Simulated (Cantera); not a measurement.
Charge: 1 mol NH3, 1.3 mol H2, equilibrated at 750 Torr.

Cantera equilibrium calculation (NASA polynomials, part measured and part estimated; ideal gas, pure solids and liquids). Rates play no part. All values below are at 2702 °C.

Base state: H2 0.733, N2 0.142, H 0.125 (mole fractions); condensed: gas only.

Question: What changes in the equilibrium state with this change: 0.033 mol H2S added?

Answer: 
| species | before | after |
|---|---|---|
| H2 | 0.733 | 0.727 |
| N2 | 0.142 | 0.140 |
| H | 0.125 | 0.125 |
| SH | 0 | 0.00400 |
| S | 0 | 0.00363 |
| H2S | 0 | 0.00112 |
| S2 | 0 | 0.000239 |
Further candidate phases: S.
